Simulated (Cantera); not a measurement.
Input: 1 mol n-butane, 0.16 mol H₂O, 5 mol H₂, held at 2.20 mbar.

These are equilibrium values from Cantera (NASA tables, ideal gas, pure condensed phases), not measurements of a reactor. Candidate condensed phases: C, C₆H₆, C₇H₈, C₈H₁₈, H₂O; 131 gas species. Ions and electrons are included (thermal ionisation). Kinetics and transport are ignored.

Q: Which condensed phases are stable at each of these points (T (°C)): 2227, 2727, 3227, 3727, 4227, 4727?

A: 
```csv
T (°C),condensed phases,C condensed (%)
2227,C(graphite),91.5
2727,gas only,0.0
3227,gas only,0.0
3727,gas only,0.0
4227,gas only,0.0
4727,gas only,0.0
```

At 2227 °C the condensed part is C(graphite). From 2727 °C to 4727 °C nothing is condensed.
